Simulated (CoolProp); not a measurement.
A single-stage vapour-compression cycle with fluoroethane (R161): evaporating at 203.15 K (dew point), condensing at 227.15 K (bubble point), superheat 2 K, subcooling 2 K, compressor efficiency 0.9, no pressure losses. Each further row changes one setting.

Values from CoolProp's reference Helmholtz-energy equation of state, Wu 2012.

```
case                              cooling COP  pressure ratio  discharge temperature (K)  refrigerating effect (kJ/kg)  volumetric capacity (kJ/m³)
--------------------------------  -----------  --------------  -------------------------  ----------------------------  ---------------------------
as stated                                6.98            3.91                      262.8                           417                          205
evaporating temperature 208.15 K          ___            2.86                        ___                           422                          278
condensing temperature 222.15 K           ___             ___                        ___                           427                          210
subcooling 7 K                            ___            3.91                      262.8                           427                          210
superheat 12 K                            ___            3.91                      273.9                           427                          200
compressor efficiency 0.8                6.20            3.91                        ___                           417                          205
```

### Question
Some entries are withheld; supply them.

### Answer

- evaporating temperature 208.15 K, cooling COP: 9.22
- evaporating temperature 208.15 K, discharge temperature (K): 254.7
- condensing temperature 222.15 K, cooling COP: 8.98
- condensing temperature 222.15 K, pressure ratio: 3.03
- condensing temperature 222.15 K, discharge temperature (K): 251.6
- subcooling 7 K, cooling COP: 7.14
- superheat 12 K, cooling COP: 6.82
- compressor efficiency 0.8, discharge temperature (K): 269.3
